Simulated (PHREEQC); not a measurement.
Dissolve 1.5 mmol/kgw H2SO4, 54 mmol/kgw ZnSO4 and 0.29 mmol/kgw MnSO4 at 25 °C and 500 atm. Closed to the air; pH follows from the charge balance.

Equilibrium calculation in PHREEQC: ion-association model, phreeqc.dat.

| quantity | before | after |
|---|---|---|
| pH | 2.80 | 2.90 |
| ionic strength (mol/kgw) | 0.136 | 0.149 |
| SO4-2 (mol/kgw) | 0.0264 | 0.0464 |
| HSO4- (mol/kgw) | 0.00107 | 0.00146 |

**Question.** Which change was made?
A) diluted 100-fold with water
B) diluted 5-fold with water
C) ZnSO4 left out
D) MnSO4 left out
E) ZnSO4 replaced by Na2SO4 at the same molality

**Answer.** E, ZnSO4 replaced by Na2SO4 at the same molality

Precipitation was switched off in this run. Under pressure, the constants of complexes without a molar volume in the database are unreliable.
